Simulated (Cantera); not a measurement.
Feed: 1 mol C₂H₄, 0.17 mol H₂O, 0.39 mol H₂, at 86.0 bar.

Equilibrium computed with Cantera from the NASA thermochemical tables; the gas is ideal and each condensed phase is pure. Candidate condensed phases: C, C₆H₆, C₇H₈, C₈H₁₈, H₂O; 110 gas species. The ideal-gas law is rough above about 30 bar. Rates play no part.

Q: What share of the C ends up in condensed phases as a function of T (K), at 900, 1050, 1200, 1350, 1500, 1650, 1800, 1950, 2100?

A: 
```
T (K)  C condensed (%)           as
-----  ---------------  -----------
900               45.4  C(graphite)
1050              51.7  C(graphite)
1200              59.6  C(graphite)
1350              68.1  C(graphite)
1500              75.9  C(graphite)
1650              81.4  C(graphite)
1800              84.9  C(graphite)
1950              86.9  C(graphite)
2100              87.9  C(graphite)
```
